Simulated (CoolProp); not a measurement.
Model: reference Helmholtz-energy equation of state, Lemmon 2005, in CoolProp.

For R125, give the phase and the Z, speed of sound (m/s), Joule-Thomson coefficient (K/MPa), isothermal compressibility (1/MPa) at 171.55 °C and 11100 kPa; 171.55 °C and 30600 kPa; 171.55 °C and 33400 kPa.


- 171.55 °C and 11100 kPa: supercritical; Z 0.707, speed of sound 171, Joule-Thomson coefficient 2.76, isothermal compressibility 0.0948
- 171.55 °C and 30600 kPa: supercritical; Z 1.03, speed of sound 345, Joule-Thomson coefficient 0.192, isothermal compressibility 0.0115
- 171.55 °C and 33400 kPa: supercritical; Z 1.09, speed of sound 365, Joule-Thomson coefficient 0.114, isothermal compressibility 0.00987
